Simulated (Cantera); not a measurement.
**Pyrogenic steam for wet oxidation**

An isothermal, constant-pressure homogeneous reactor starts with H2 : O2 : N2 = 1.6 : 1 : 19 (molar parts), equivalence ratio 0.80, at 1125 K and 0.320 bar.

Computed with Cantera and GRI-Mech 3.0 (53 species, 325 reactions). The temperature is held fixed by assumption; the heat of reaction is taken as removed at once.

```csv
t (s),x H2,x O2,x H,x NO2,x NO,x H2O,x H2O2
0.000400,0.0740,0.0463,1.38e-5,<1e-12,<1e-12,1.72e-5,3.69e-9
0.000900,0.0111,0.0186,0.0227,5.85e-11,1.67e-6,0.0520,4.49e-7
0.00203,0.00341,0.0117,0.00402,2.71e-10,4.36e-6,0.0708,5.68e-7
0.00456,0.000926,0.0100,0.000446,9.65e-10,4.59e-6,0.0756,6.22e-7
0.0103,0.000192,0.00967,3.41e-5,5.53e-9,4.60e-6,0.0766,3.93e-7
0.0231,3.65e-5,0.00962,2.70e-6,2.14e-8,4.58e-6,0.0769,1.48e-7
0.0520,7.04e-6,0.00961,2.56e-7,4.16e-8,4.56e-6,0.0769,4.64e-8
0.117,1.54e-6,0.00961,3.16e-8,4.79e-8,4.55e-6,0.0769,1.48e-8
0.263,4.13e-7,0.00961,5.21e-9,3.94e-8,4.56e-6,0.0769,5.13e-9
0.592,1.35e-7,0.00961,1.09e-9,2.71e-8,4.58e-6,0.0769,1.95e-9
1.33,5.08e-8,0.00961,2.67e-10,1.77e-8,4.58e-6,0.0769,7.95e-10
3.00,2.09e-8,0.00961,7.30e-11,1.23e-8,4.59e-6,0.0769,3.42e-10
```
x: mole fraction; the columns are a selection and need not sum to one.

Equilibrium at this temperature and pressure: H2 3.37e-9, O2 0.00960, H 4.59e-12, NO2 7.36e-8, NO 2.46e-5, H2O 0.0769, H2O2 5.00e-11 (gas phase only).
